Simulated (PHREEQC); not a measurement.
A solution holds 0.019 mol H3PO4 and 0.016 mol Na2SO4 per kg of water, at 80 °C. Closed to the air; pH follows from the charge balance.

All values are PHREEQC results (ion-association model, wateq4f.dat), not measurements.

Each row changes one thing in this solution. No solid was allowed to form.

| case | pH | ionic strength (mol/kgw) |
|---|---|---|
| as made | 2.44 | 0.0440 |
| Na2SO4 replaced by CuSO4 at the same molality | 2.39 | 0.0468 |
| H3PO4 replaced by K3PO4 at the same molality | [?] | 0.121 |
| 0.0078 mol/kgw Na2SeO3 added | 2.90 | [?] |
| H3PO4 replaced by Na2HPO4 at the same molality | 8.69 | 0.0991 |
| Na2SO4 replaced by Na2SiO3 at the same molality | 7.13 | 0.0442 |
| H3PO4 left out | 6.58 | [?] |
| Na2SO4 left out | 2.17 | 0.00740 |

Question: Fill in the missing entries.

Answer: 
- H3PO4 replaced by K3PO4 at the same molality, pH: 10.67
- 0.0078 mol/kgw Na2SeO3 added, ionic strength (mol/kgw): 0.0593
- H3PO4 left out, ionic strength (mol/kgw): 0.0454

Some of these states are supersaturated (in SiO2(a), Quartz (slow to form), for instance). H3PO4, which wateq4f.dat lacks, is added to it with the constant of phreeqc.dat. Away from 25 °C the constants follow the database's enthalpies or fits; those with neither stay at their 25 °C values.
